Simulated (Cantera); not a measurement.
**Thermodynamics of aluminium nitride and oxide growth, feed Al + H2O + N2**

Charge: 1 mol Al, 27 mol H2O, 1.2 mol N2, held at 1927 °C.

These are equilibrium values from Cantera (NASA tables, ideal gas, pure condensed phases), not measurements of a reactor. Candidate condensed phases: Al, AlN, Al2O3, H2O; 35 gas species. The tables' values for AlOH are old estimates; treat these amounts as uncertain. Gases not in the tables: Al(OH)3. Equilibrium is a limit: real reactors are often held back by kinetics, nucleation or transport.

```json
[
 {"P (Pa)": "10", "log p H2O": "-4.43", "log p H": "-4.64", "log p H2": "-4.79", "log p OH": "-5.14", "log p O": "-5.16", "log p O2": "-5.18", "log p N2": "-5.53", "n Al2O3(s)": "0.493"},
 {"P (Pa)": "46", "log p H2O": "-3.57", "log p H": "-4.34", "log p H2": "-4.18", "log p OH": "-4.58", "log p O": "-4.90", "log p O2": "-4.67", "log p N2": "-4.79", "n Al2O3(s)": "0.497"},
 {"P (Pa)": "220", "log p H2O": "-2.79", "log p H": "-4.06", "log p H2": "-3.61", "log p OH": "-4.09", "log p O": "-4.69", "log p O2": "-4.24", "log p N2": "-4.07", "n Al2O3(s)": "0.499"},
 {"P (Pa)": "1000", "log p H2O": "-2.09", "log p H": "-3.79", "log p H2": "-3.08", "log p OH": "-3.65", "log p O": "-4.52", "log p O2": "-3.90", "log p N2": "-3.39", "n Al2O3(s)": "0.499"},
 {"P (Pa)": "4600", "log p H2O": "-1.40", "log p H": "-3.51", "log p H2": "-2.52", "log p OH": "-3.25", "log p O": "-4.39", "log p O2": "-3.65", "log p N2": "-2.72", "n Al2O3(s)": "0.500"},
 {"P (Pa)": "22000", "log p H2O": "-0.71", "log p H": "-3.20", "log p H2": "-1.90", "log p OH": "-2.87", "log p O": "-4.32", "log p O2": "-3.51", "log p N2": "-2.03", "n Al2O3(s)": "0.500"},
 {"P (Pa)": "100000", "log p H2O": "-0.05", "log p H": "-2.88", "log p H2": "-1.26", "log p OH": "-2.52", "log p O": "-4.30", "log p O2": "-3.46", "log p N2": "-1.37", "n Al2O3(s)": "0.500"}
]
```
log p: log10 of the partial pressure in bar; n: condensed amount in mol.

From 0.0750 Torr to 750 Torr the condensed part is Al2O3(s).
